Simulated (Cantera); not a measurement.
## Thermodynamics of thermal oxidation and active oxidation of silicon, feed Si + H2O + H2

Feed: 1 mol Si, 0.0097 mol H2O, 64 mol H2, at 1 atm.

Cantera equilibrium calculation (NASA polynomials, part measured and part estimated; ideal gas, pure solids and liquids). Candidate condensed phases: H2O, Si, SiO2; 18 gas species. Mutual solubility and eutectic melting of coexisting phases are not modelled. The tables hold silica as quartz up to 1696 K and as liquid above; real silica turns to tridymite and cristobalite and melts near 1996 K. Gases not in the tables: Si2H6 and higher silanes. Rates play no part.

| T (°C) | x H2 | x H | x SiO | x SiH2 | x SiH | x Si | n Si(s) | n SiO2(β-quartz) | n Si(l) |
|---|---|---|---|---|---|---|---|---|---|
| 802 | 1.000 | 1.46e-8 | 9.43e-9 | 7.12e-10 | <1e-12 | <1e-12 | 0.995 | 0.00485 | 0 |
| 902 | 1.000 | 1.22e-7 | 2.54e-7 | 7.10e-9 | 9.39e-12 | <1e-12 | 0.995 | 0.00484 | 0 |
| 1002 | 1.000 | 7.32e-7 | 4.03e-6 | 4.94e-8 | 1.83e-10 | 1.90e-11 | 0.995 | 0.00471 | 0 |
| 1102 | 1.000 | 3.40e-6 | 4.24e-5 | 2.58e-7 | 2.30e-9 | 4.05e-10 | 0.994 | 0.00347 | 0 |
| 1202 | 1.000 | 1.29e-5 | 0.000150 | 1.08e-6 | 2.04e-8 | 5.68e-9 | 0.990 | 0 | 0 |
| 1302 | 1.000 | 4.13e-5 | 0.000151 | 3.76e-6 | 1.36e-7 | 5.67e-8 | 0.990 | 0 | 0 |
| 1402 | 1.000 | 0.000115 | 0.000151 | 1.12e-5 | 7.24e-7 | 4.28e-7 | 0.989 | 0 | 0 |
| 1502 | 1.000 | 0.000287 | 0.000151 | 2.50e-5 | 2.68e-6 | 2.17e-6 | 0 | 0 | 0.988 |
x: gas mole fraction; n: condensed amount in mol.

From 802 °C to 1102 °C the condensed part is Si(s) + SiO2(β-quartz). From 1202 °C to 1402 °C the condensed part is Si(s). At 1502 °C the condensed part is Si(l). The main Si-bearing gas is SiH4 at 802 °C and SiO at 1502 °C.
